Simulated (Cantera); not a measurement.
A closed system holds: 1 mol Si₃N₄, 1.7 mol F₂, 27 mol H₂, at 800 °C and 10.5 Torr.

These are equilibrium values from Cantera (NASA tables, ideal gas, pure condensed phases), not measurements of a reactor. Candidate condensed phases: Si, Si₃N₄; 37 gas species. The tables' values for SiF₃ are old estimates; treat these amounts as uncertain. Kinetics and transport are ignored.

Base state: H₂ 0.950, SiF₄ 0.0295, N₂ 0.0199, HF 0.000696, SiHF₃ 0.000265, SiF₃ 3.72e-5 (mole fractions); condensed: Si₃N₄(s).

Q: What changes in the equilibrium state with this change: temperature from 800 °C to 1075 °C?

A: 
```json
[
 {"species": "H₂", "before": "0.950", "after": "0.947"},
 {"species": "SiF₄", "before": "0.0295", "after": "0.0264"},
 {"species": "N₂", "before": "0.0199", "after": "0.0200"},
 {"species": "HF", "before": "0.000696", "after": "0.00312"},
 {"species": "SiF₂", "before": "7.59e-8", "after": "0.000160"},
 {"species": "H", "before": "1.15e-7", "after": "1.90e-5"},
 {"species": "SiF₃", "before": "3.72e-5", "after": "0.00235"},
 {"species": "SiH₂F₂", "before": "1.22e-6", "after": "2.42e-5"},
 {"species": "Si₃N₄(s), mol", "before": "0.718", "after": "0.715"}
]
```
The tables' values for SiF₃, SiF₂ are old estimates; treat these amounts as uncertain.
